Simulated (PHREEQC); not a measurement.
Make-up at 25 °C: 0.0012 mol/kgw H2SO4, 0.0016 mol/kgw K2SO4 and 0.031 mol/kgw H3BO3. Closed to the air; pH follows from the charge balance.

Model: ion-association model, phreeqc.dat, run in PHREEQC.

Each row changes one thing in this solution. Precipitation was switched off in this run.

| case | pH | ionic strength (mol/kgw) | SO4-2 (mol/kgw) | HSO4- (mol/kgw) | KSO4- (mol/kgw) | H2BO3- (mol/kgw) |
|---|---|---|---|---|---|---|
| as made | 2.72 | 0.00764 | 0.00242 | 0.000342 | 3.74e-5 | 1.03e-8 |
| diluted 5-fold with water | 3.36 | 0.00164 | 0.000538 | 2.02e-5 | 2.02e-6 | 8.47e-9 |
| H2SO4 from 0.0012 to 0.006 mol/kgw | 2.08 | 0.0173 | 0.00485 | 0.00269 | 6.37e-5 | [?] |
| H3BO3 from 0.031 to 0.0031 mol/kgw | 2.72 | 0.00764 | 0.00242 | 0.000342 | 3.74e-5 | 1.03e-9 |
| diluted 100-fold with water | 4.62 | 8.39e-5 | 2.79e-5 | 6.23e-8 | 6.02e-9 | 7.61e-9 |
| temperature from 25 to 55 °C | 2.77 | 0.00717 | 0.00218 | [?] | 5.35e-5 | [?] |
| temperature from 25 to 5 °C | 2.70 | 0.00784 | 0.00252 | 0.000251 | 2.71e-5 | 6.67e-9 |

Question: What belongs in the gaps?

Answer: 
- H2SO4 from 0.0012 to 0.006 mol/kgw, H2BO3- (mol/kgw): 2.45e-9
- temperature from 25 to 55 °C, HSO4- (mol/kgw): 0.000562
- temperature from 25 to 55 °C, H2BO3- (mol/kgw): 1.91e-8

Away from 25 °C the constants follow the database's enthalpies or fits; those with neither stay at their 25 °C values.
